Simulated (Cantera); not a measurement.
# Equilibrium for carbon deposition, reforming and gasification: C3H8 + H2 + N2

A closed system holds: 1 mol C3H8, 0.59 mol H2, 0.49 mol N2, held at 120000 Pa.

Cantera equilibrium calculation (NASA polynomials, part measured and part estimated; ideal gas, pure solids and liquids). Candidate condensed phases: C, C6H6, C7H8, C8H18; 92 gas species. Equilibrium is a limit: real reactors are often held back by kinetics, nucleation or transport.

From 1175 K to 2975 K the condensed part is C(graphite). The main C-bearing gas is CH4 at 1175 K and C2H2 (acetylene) at 2975 K. The share of C in condensed phases is highest at 1575 K (99.6 %) and lowest at 2975 K (74.5 %).

```tsv
T (K)	x H2	x H	x N2	x C2H2 (acetylene)	x HCN	x CH4	n C(graphite)
1175	0.884	1.05e-7	0.0982	5.63e-8	1.65e-5	0.0180	2.91
1375	0.898	2.96e-6	0.0968	1.60e-6	0.000119	0.00482	2.97
1575	0.901	3.60e-5	0.0964	1.90e-5	0.000515	0.00177	2.99
1775	0.901	0.000251	0.0957	0.000128	0.00159	0.000816	2.99
1975	0.899	0.00118	0.0944	0.000584	0.00389	0.000441	2.97
2175	0.893	0.00421	0.0920	0.00199	0.00796	0.000266	2.93
2375	0.879	0.0121	0.0881	0.00546	0.0142	0.000172	2.86
2575	0.850	0.0292	0.0824	0.0125	0.0225	0.000116	2.74
2775	0.801	0.0612	0.0748	0.0246	0.0322	7.79e-5	2.54
2975	0.726	0.114	0.0657	0.0420	0.0418	5.06e-5	2.24
```
x: gas mole fraction; n: condensed amount in mol.
